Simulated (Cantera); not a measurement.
Charge: 1 mol Hg, 21 mol N₂, 0.11 mol H₂, held at 652 °C and 2.40 bar.

These are equilibrium values from Cantera (NASA tables, ideal gas, pure condensed phases), not measurements of a reactor. Candidate condensed phases: Hg; 10 gas species. Equilibrium is a limit: real reactors are often held back by kinetics, nucleation or transport.

Task: What is the equilibrium state?

Result: x(N₂): 0.950
x(Hg): 0.0452
x(H₂): 0.00497
gas amount: 22.11 mol
log10 activity of Hg(l) (absent): -2.51
